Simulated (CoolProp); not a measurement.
Computed with CoolProp (reference Helmholtz-energy equation of state, McLinden 2015).

Question: Give the vapour pressure (MPa), liquid density (kg/m³), liquid cp (kJ/(kg K)), vapour Z of saturated the fluoroketone C6F12O (FK-5-1-12) at -1.45, 40.85, 47.85 °C.

Answer: 
```csv
T (°C),p (MPa),liquid density (kg/m³),liquid cp (kJ/(kg K)),vapour Z
-1.45,0.0115,1680,1.09,0.987
40.85,0.0755,1550,1.11,0.948
47.85,0.0972,1530,1.12,0.937
```
